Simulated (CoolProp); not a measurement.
A simple Rankine cycle with propylene: condensing at 310.15 K, boiler at 3.28 MPa, turbine inlet 361.4 K, turbine efficiency 0.85, pump efficiency 0.7, no recuperator. Each further row changes one setting.

Computed with CoolProp (reference Helmholtz-energy equation of state, Lemmon 2013).

```csv
case,thermal efficiency (%),net work (kJ/kg),heat in (kJ/kg),turbine exit temperature (K),volume ratio over the turbine
as stated,7.3,26.4,359,320.9,2.24
turbine inlet 381.4 K,7.6,31.3,411,343.9,2.17
condensing temperature 302.15 K,8.8,33.7,381,312.2,2.71
boiler pressure 2.3 MPa,4.3,17.1,393,342.4,1.50
turbine efficiency 0.75,6.3,22.7,359,322.7,2.26
```
